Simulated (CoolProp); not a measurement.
Model: reference Helmholtz-energy equation of state, Tillner-Roth 1997, in CoolProp.

### Question
For CH2F2 (R32), give the phase and the density (kg/m³), Joule-Thomson coefficient (K/MPa), viscosity (µPa s), Prandtl number at -37.85 °C and 0.355 MPa.

### Answer
- -37.85 °C and 0.355 MPa: liquid; density 1170, Joule-Thomson coefficient -0.221, viscosity 248, Prandtl number 2.18

Viscosity comes from a separate model (Bell 2016), an estimate that may be off by 10 % or more. Thermal conductivity comes from a separate model (Huber 2003), an estimate that may be off by 10 % or more.
